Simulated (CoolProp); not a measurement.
The fluid at 298.15 K and 0.739 MPa is compressed adiabatically to 2.48 MPa with isentropic efficiency 0.7. The same conditions are run with several fluids, on thermodynamics alone (safety and materials aside).

The numbers come from the reference Helmholtz-energy equation of state of each fluid (carbonyl sulfide: Lemmon 2006; R404A: Lemmon 2003; CF4 (R14): Platzer 1990; hydrogen sulfide: Lemmon 2006; C2F6 (R116): Lemmon 2006) in CoolProp. The equations of Platzer and Polt are older, rougher fits. Blends and air are pseudo-pure fits.

Rank carbonyl sulfide, R404A, CF4 (R14), hydrogen sulfide, C2F6 (R116) by work (kJ/kg), highest first.

hydrogen sulfide (137), carbonyl sulfide (72.2), CF4 (R14) (51.2), R404A (37.8), C2F6 (R116) (28.6)

```json
[
 {"fluid": "carbonyl sulfide", "final temperature (K)": "408.8", "final density (kg/m³)": "49.3"},
 {"fluid": "R404A", "final temperature (K)": "357.0", "final density (kg/m³)": "109"},
 {"fluid": "CF4 (R14)", "final temperature (K)": "371.7", "final density (kg/m³)": "73.1"},
 {"fluid": "hydrogen sulfide", "final temperature (K)": "437.9", "final density (kg/m³)": "24.6"},
 {"fluid": "C2F6 (R116)", "final temperature (K)": "344.1", "final density (kg/m³)": "144"}
]
```
